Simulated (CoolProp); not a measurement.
Vapour-liquid equilibrium of cyclohexane (1) + o-xylene (2) at 0.0107 MPa; x and y are mole fractions of (1).

Values from CoolProp's multi-fluid Helmholtz-energy mixture model, Zhou 2014 and Zhou 2012; pair parameters Bell 2016.

| x | bubble temperature (K) | y at the bubble point | dew temperature at overall composition x (K) | liquid density (mol/L) |
|---|---|---|---|---|
| 0.05 | 337.5 | 0.411 | 347.7 | 7.970 |
| 0.125 | 326.0 | 0.676 | 345.9 | 8.121 |
| 0.2 | 318.6 | 0.792 | 343.9 | 8.242 |
| 0.275 | 313.4 | 0.853 | 341.8 | 8.348 |
| 0.35 | 309.5 | 0.890 | 339.5 | 8.445 |
| 0.425 | 306.6 | 0.914 | 337.0 | 8.536 |
| 0.5 | 304.2 | 0.932 | 334.2 | 8.625 |
| 0.575 | 302.2 | 0.946 | 331.0 | 8.713 |
| 0.65 | 300.5 | 0.957 | 327.4 | 8.801 |
| 0.725 | 299.0 | 0.967 | 323.1 | 8.890 |
| 0.8 | 297.6 | 0.976 | 317.9 | 8.982 |
| 0.875 | 296.2 | 0.985 | 311.1 | 9.077 |
| 0.95 | 294.8 | 0.994 | 301.6 | 9.175 |

No azeotrope shows between x = 0.05 and 0.95.

Pair parameters are fitted to limited data, so mixtures are less certain than the pure fluids.
